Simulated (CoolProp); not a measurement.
R141b at several states: Z from the reference equation and from simpler models built on Tc = 477.5 K, pc = 4212 kPa, ω = 0.220; each cubic takes its own stable root.

Computed with CoolProp (reference Helmholtz-energy equation of state, Lemmon 2006). It is a short technical equation, of lower accuracy than the large ones.

| T (K) | p (kPa) | phase | reference | van der Waals | Redlich-Kwong | Soave-Redlich-Kwong | Peng-Robinson |
|---|---|---|---|---|---|---|---|
| 312 | 3410 | liquid | 0.1266 | 0.2046 | 0.1412 | 0.1375 | 0.1217 |
| 495.8 | 16.4 | gas | 0.9989 | 0.9989 | 0.9988 | 0.9988 | 0.9987 |
| 459.7 | 709 | gas | 0.9342 | 0.9424 | 0.9330 | 0.9320 | 0.9254 |
| 476.8 | 8090 | liquid | 0.2938 | 0.4160 | 0.3385 | 0.3383 | 0.3043 |
| 326.5 | 3980 | liquid | 0.1444 | 0.2322 | 0.1613 | 0.1568 | 0.1389 |
